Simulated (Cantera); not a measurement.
Feed: 1 mol Al2O3, 0.13 mol N2, at 2098 K and 22.0 Pa.

Equilibrium computed with Cantera from the NASA thermochemical tables; the gas is ideal and each condensed phase is pure. Candidate condensed phases: Al, AlN, Al2O3; 16 gas species. Rates play no part.

Base state: N2 1.000, O 0.000180, Al 0.000139, NO 4.74e-5, AlO 3.02e-5 (mole fractions); condensed: Al2O3(s).

**Question.** What changes in the equilibrium state with this change: 0.072 mol H2O added?

**Answer.** 
```tsv
species	before	after
N2	1.000	0.591
H2O	0	0.234
H2	0	0.0572
H	0	0.0496
OH	0	0.0241
O2	3.79e-6	0.0260
O	0.000180	0.0149
AlO2H	0	3.56e-5
Al	0.000139	1.85e-7
NO	4.74e-5	0.00302
AlO	3.02e-5	3.32e-6
Al2O3(s), mol	1.000	1.000
```
Further candidate phases: H2O.
